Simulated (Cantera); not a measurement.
An isothermal, constant-pressure homogeneous reactor starts with 40.0 % NH₃, 60.0 % N₂, at 1625 K and 31.5 Torr.

Detailed kinetics in Cantera: the gas-phase N/H chemistry of the illustrative SiF4/NH3 mechanism in the Surface Chemkin manual (1991). Walls and surfaces, which speed up NH3 decomposition in real reactors, are not modelled.

x: mole fraction; the columns are a selection and need not sum to one.

```
t (s)     x NH₃      x H   x N₂    x N₂H₄      x NH      x H₂
--------  -----  -------  -----  --------  --------  --------
6.00e-5   0.400  7.11e-9  0.600    <1e-12    <1e-12   6.11e-8
0.000226  0.400  7.11e-9  0.600    <1e-12  3.87e-12   2.50e-7
0.000848  0.400  7.12e-9  0.600  2.84e-12  9.12e-11   9.58e-7
0.00319   0.400  7.23e-9  0.600  4.37e-11   2.24e-9   3.64e-6
0.0120    0.400        …  0.600  6.28e-10   3.46e-8   1.52e-5
0.0451    0.400        …  0.600   7.81e-9   2.68e-7  0.000136
0.169     0.398        …  0.600   1.96e-8   5.61e-7   0.00178
0.637     0.392        …  0.599   1.78e-8   6.97e-7   0.00884
2.39      0.368        …  0.598   1.42e-8   8.80e-7    0.0337
9.00      0.299        …  0.593   9.30e-9   9.13e-7     0.108
```

Q: What belongs in the gaps?

A: 
- 0.0120, x H: 9.27e-9
- 0.0451, x H: 4.53e-8
- 0.169, x H: 3.50e-7
- 0.637, x H: 1.41e-6
- 2.39, x H: 4.94e-6
- 9.00, x H: 1.56e-5
